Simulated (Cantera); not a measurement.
# Stirred combustor or abatement burner

A perfectly stirred reactor is fed with 1.73 % C3H8, 19.2 % O2, 72.3 % N2, 6.75 % CO2, equivalence ratio 0.45, at 1.20 bar; it is adiabatic with a 625 K inlet, and is followed from long to short residence time, starting on the burning branch (τ in s: 0.029, 0.012, 0.0051, 0.0021, 0.0009, 0.00038, 0.00016, 6.8e-05, 2.9e-05).

Computed with Cantera and GRI-Mech 3.0 (53 species, 325 reactions). GRI-Mech 3.0 was tuned for natural gas; its chemistry of propane as a main component is partial and can be far from experiment.

```csv
τ (s),T (K),x C3H8,x O2,x CO2,x CH4,x HCO,x C2H4
0.029,1565,4.18e-6,0.104,0.116,4.59e-7,3.83e-8,1.13e-5
0.012,1556,7.29e-6,0.104,0.115,7.16e-7,9.75e-8,1.85e-5
0.0051,1542,1.26e-5,0.105,0.114,1.27e-6,2.40e-7,2.99e-5
0.0021,1518,2.34e-5,0.106,0.111,2.87e-6,6.09e-7,5.13e-5
0.00090,1477,4.77e-5,0.108,0.106,8.32e-6,1.46e-6,9.74e-5
0.00038,625,0.0173,0.192,0.0675,<1e-12,<1e-12,<1e-12
0.00016,625,0.0173,0.192,0.0675,<1e-12,<1e-12,<1e-12
6.8e-5,625,0.0173,0.192,0.0675,<1e-12,<1e-12,<1e-12
2.9e-5,625,0.0173,0.192,0.0675,<1e-12,<1e-12,<1e-12
```
x: mole fraction; the columns are a selection and need not sum to one.
